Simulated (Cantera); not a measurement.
**Thermodynamics of silicon epitaxy and polysilicon growth, feed SiH₂Cl₂ + Cl₂ + H₂**

Input: 1 mol SiH₂Cl₂, 0.3 mol Cl₂, 12 mol H₂, at 0.00133 bar.

Cantera equilibrium calculation (NASA polynomials, part measured and part estimated; ideal gas, pure solids and liquids). Candidate condensed phases: Si; 19 gas species. The tables' values for SiCl₃, SiCl are old estimates; treat these amounts as uncertain. Rates play no part.

```csv
T (°C),log p H₂,log p HCl,log p SiCl₂,log p SiCl₄,log p SiCl₃,log p SiHCl₃,log p H,n Si(s)
775,-2.92,-4.09,-4.99,-4.52,-5.39,-5.34,-9.57,0.486
875,-2.93,-3.91,-4.54,-4.98,-5.28,-5.71,-8.61,0.506
975,-2.94,-3.85,-4.37,-5.78,-5.50,-6.32,-7.80,0.485
1075,-2.94,-3.85,-4.32,-6.64,-5.83,-6.97,-7.11,0.463
1175,-2.94,-3.86,-4.29,-7.41,-6.13,-7.56,-6.51,0.443
1275,-2.94,-3.87,-4.28,-8.09,-6.41,-8.08,-5.98,0.426
1375,-2.94,-3.88,-4.26,-8.69,-6.65,-8.54,-5.52,0.408
```
log p: log10 of the partial pressure in bar; n: condensed amount in mol.

From 775 °C to 1375 °C the condensed part is Si(s). The main Si-bearing gas is SiCl₄ at 775 °C and SiCl₂ at 1375 °C. The share of Si in condensed phases is highest at 875 °C (50.6 %) and lowest at 1375 °C (40.8 %).
